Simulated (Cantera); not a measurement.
A closed system holds: 1 mol Si2H6, 0.58 mol Cl2, 54 mol H2, at 973 K and 1.70 mbar.

These are equilibrium values from Cantera (NASA tables, ideal gas, pure condensed phases), not measurements of a reactor. Candidate condensed phases: Si; 19 gas species. The feed counts by its element totals alone. The tables' values for SiCl3 are old estimates; treat these amounts as uncertain. Kinetics and transport are ignored.

Base state: H2 0.984, HCl 0.0144, SiCl4 0.000915, SiHCl3 0.000350, SiCl2 0.000341, SiCl3 0.000104, SiH2Cl2 1.40e-5 (mole fractions); condensed: Si(s).

Question: What changes in the equilibrium state with this change: temperature from 973 K to 1523.15 K?

Answer: 
```csv
species,before,after
H2,0.984,0.980
HCl,0.0144,0.0180
SiCl2,0.000341,0.00108
SiCl4,0.000915,8.33e-9
H,2.60e-8,0.000556
Si,<1e-9,1.06e-5
SiHCl3,0.000350,5.10e-8
"Si(s), mol",1.90,1.94
```

Question: What changes in the equilibrium state with this change: Cl2 from 0.58 to 0.011 mol?

Answer: 
| species | before | after |
|---|---|---|
| H2 | 0.984 | 1.000 |
| HCl | 0.0144 | 0.000385 |
| SiCl2 | 0.000341 | 2.39e-7 |
| SiCl4 | 0.000915 | <1e-9 |
| SiCl3 | 0.000104 | 1.93e-9 |
| SiHCl3 | 0.000350 | 6.55e-9 |
| SiH2Cl2 | 1.40e-5 | 9.97e-9 |
| Si(s), mol | 1.90 | 2.00 |

Question: What changes in the equilibrium state with this change: temperature from 973 K to 1200 K?

Answer: 
| species | before | after |
|---|---|---|
| H2 | 0.984 | 0.981 |
| HCl | 0.0144 | 0.0184 |
| SiCl2 | 0.000341 | 0.000817 |
| SiCl4 | 0.000915 | 3.42e-6 |
| SiHCl3 | 0.000350 | 4.95e-6 |
| SiH2Cl2 | 1.40e-5 | 9.37e-7 |
| SiCl3 | 0.000104 | 1.78e-5 |
| Si(s), mol | 1.90 | 1.95 |
